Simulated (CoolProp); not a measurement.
Vapour-liquid equilibrium of R125 (1) + R227EA (2) at 182.6 K; x and y are mole fractions of (1).

Model: multi-fluid Helmholtz-energy mixture model, Lemmon 2005 and Lemmon 2016; pair parameters Bell 2016, in CoolProp.

```tsv
x	bubble pressure (kPa)	y at the bubble point	dew pressure at overall composition x (kPa)	liquid density (mol/L)
0.05	1.096	0.323	0.8168	10.58
0.125	1.574	0.566	0.8782	10.79
0.2	2.053	0.696	0.9496	11.00
0.275	2.531	0.776	1.034	11.23
0.35	3.006	0.831	1.134	11.45
0.425	3.476	0.870	1.256	11.69
0.5	3.941	0.900	1.407	11.94
0.575	4.401	0.923	1.600	12.19
0.65	4.856	0.942	1.855	12.45
0.725	5.308	0.958	2.206	12.72
0.8	5.758	0.972	2.720	13.01
0.875	6.209	0.983	3.545	13.30
0.95	6.664	0.994	5.063	13.60
```

No azeotrope shows between x = 0.05 and 0.95.

The pair parameters rest on a limited set of measurements; away from them the model extrapolates.
